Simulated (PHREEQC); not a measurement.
**Alkaline etch or developer (model solution)**

Dissolve 0.052 mol/kgw NaOH, 0.00036 mol/kgw NaAlO2 and 0.0055 mol/kgw K2CO3 at 25 °C. Closed to the air; pH follows from the charge balance.

Equilibrium calculation in PHREEQC: ion-association model, phreeqc.dat.

This is a speciation only: nothing precipitates in the calculation.

**Question.** Predict the pH.

**Answer.** pH 12.61.

**Question.** In which forms is Na present?

**Answer.** Na+ 97 %, NaCO3- 3.1 % of the Na.
